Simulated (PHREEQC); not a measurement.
A solution holds 0.069 mol NH4HF2, 0.11 mol (NH4)2SiF6, 0.0062 mol HBF4 and 0.013 mol H2SO4 per kg of water, at 55 °C. Closed to the air; pH follows from the charge balance.

Computed with PHREEQC (ion-association model, phreeqc.dat).

This is a speciation only: nothing precipitates in the calculation.

Q: Order these S species by the share of S that they hold, largest first: SO4-2, HSO4-, NH4SO4-.

A: SO4-2 (57 %), NH4SO4- (36 %), HSO4- (6.4 %)

Q: Order these F species by the share of F that they hold, largest first: HF2-, F-, BF4-, SiF6-2, HF.

A: SiF6-2 (80 %), HF (11 %), F- (3.6 %), BF4- (3.0 %), HF2- (2.6 %)

The pH is 2.71 and the ionic strength 0.404 mol/kgw. Constants without temperature data keep their 25 °C values here. SiF6-2 is the database's only silicon fluoride. Real BF4- forms and hydrolyses slowly; the run takes it at equilibrium.
